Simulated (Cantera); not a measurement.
## Equilibrium for silicon oxide and oxynitride deposition: SiCl₄ + N₂O + NO

Feed: 1 mol SiCl₄, 39 mol N₂O, 0.27 mol NO, at 15.8 Torr.

Cantera equilibrium calculation (NASA polynomials, part measured and part estimated; ideal gas, pure solids and liquids). Candidate condensed phases: Si, SiO₂, Si₂N₂O, Si₃N₄; 23 gas species. The tables hold silica as quartz up to 1696 K and as liquid above; real silica turns to tridymite and cristobalite and melts near 1996 K. The numbers say what is thermodynamically allowed, not how fast it happens.

```json
[
 {"T (K)": "998", "log p N₂": "-1.86", "log p O₂": "-2.18", "log p Cl": "-5.00", "log p Cl₂": "-3.16", "n SiO₂(β-quartz)": "1.00", "n SiO₂(condensed)": "0"},
 {"T (K)": "1073", "log p N₂": "-1.86", "log p O₂": "-2.18", "log p Cl": "-4.55", "log p Cl₂": "-3.16", "n SiO₂(β-quartz)": "1.00", "n SiO₂(condensed)": "0"},
 {"T (K)": "1148", "log p N₂": "-1.86", "log p O₂": "-2.18", "log p Cl": "-4.16", "log p Cl₂": "-3.18", "n SiO₂(β-quartz)": "1.00", "n SiO₂(condensed)": "0"},
 {"T (K)": "1223", "log p N₂": "-1.86", "log p O₂": "-2.19", "log p Cl": "-3.83", "log p Cl₂": "-3.20", "n SiO₂(β-quartz)": "1.00", "n SiO₂(condensed)": "0"},
 {"T (K)": "1298", "log p N₂": "-1.86", "log p O₂": "-2.19", "log p Cl": "-3.54", "log p Cl₂": "-3.26", "n SiO₂(β-quartz)": "1.00", "n SiO₂(condensed)": "0"},
 {"T (K)": "1373", "log p N₂": "-1.87", "log p O₂": "-2.19", "log p Cl": "-3.31", "log p Cl₂": "-3.35", "n SiO₂(β-quartz)": "1.00", "n SiO₂(condensed)": "0"},
 {"T (K)": "1448", "log p N₂": "-1.87", "log p O₂": "-2.19", "log p Cl": "-3.14", "log p Cl₂": "-3.49", "n SiO₂(β-quartz)": "1.00", "n SiO₂(condensed)": "0"},
 {"T (K)": "1523", "log p N₂": "-1.87", "log p O₂": "-2.20", "log p Cl": "-3.01", "log p Cl₂": "-3.69", "n SiO₂(β-quartz)": "1.00", "n SiO₂(condensed)": "0"},
 {"T (K)": "1598", "log p N₂": "-1.87", "log p O₂": "-2.20", "log p Cl": "-2.94", "log p Cl₂": "-3.96", "n SiO₂(β-quartz)": "1.00", "n SiO₂(condensed)": "0"},
 {"T (K)": "1673", "log p N₂": "-1.88", "log p O₂": "-2.20", "log p Cl": "-2.90", "log p Cl₂": "-4.25", "n SiO₂(β-quartz)": "1.000", "n SiO₂(condensed)": "0"},
 {"T (K)": "1748", "log p N₂": "-1.88", "log p O₂": "-2.20", "log p Cl": "-2.88", "log p Cl₂": "-4.55", "n SiO₂(β-quartz)": "0", "n SiO₂(condensed)": "1.000"},
 {"T (K)": "1823", "log p N₂": "-1.88", "log p O₂": "-2.20", "log p Cl": "-2.88", "log p Cl₂": "-4.84", "n SiO₂(β-quartz)": "0", "n SiO₂(condensed)": "1.000"},
 {"T (K)": "1898", "log p N₂": "-1.88", "log p O₂": "-2.20", "log p Cl": "-2.87", "log p Cl₂": "-5.12", "n SiO₂(β-quartz)": "0", "n SiO₂(condensed)": "1.000"},
 {"T (K)": "1973", "log p N₂": "-1.88", "log p O₂": "-2.21", "log p Cl": "-2.87", "log p Cl₂": "-5.39", "n SiO₂(β-quartz)": "0", "n SiO₂(condensed)": "0.999"}
]
```
log p: log10 of the partial pressure in bar; n: condensed amount in mol.

From 998 K to 1673 K the condensed part is SiO₂(β-quartz). From 1748 K to 1973 K the condensed part is SiO₂(condensed).
